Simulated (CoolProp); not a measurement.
Saturated liquid density (kg/m³) of R236FA: the reference equation beside estimates from Tc = 124.9 °C, pc = 3.191 MPa, ω = 0.377. Rackett uses Z = 0.29056 − 0.08775 ω.

Model: reference Helmholtz-energy equation of state, Pan 2012, in CoolProp.

```tsv
T (°C)	reference	Rackett	Redlich-Kwong
-31.25	1535	1608	1322
-26.25	1521	1593	1308
-21.15	1506	1577	1294
-16.15	1491	1561	1279
-11.05	1476	1545	1264
-6.05	1460	1528	1249
-0.95	1444	1511	1234
4.05	1429	1494	1218
9.15	1412	1477	1201
14.25	1396	1459	1184
19.25	1379	1441	1167
```

Absolute difference from the reference over all 11 rows, mean and median: Rackett 4.6 and 4.7 %, Redlich-Kwong 14.5 and 14.5 %.
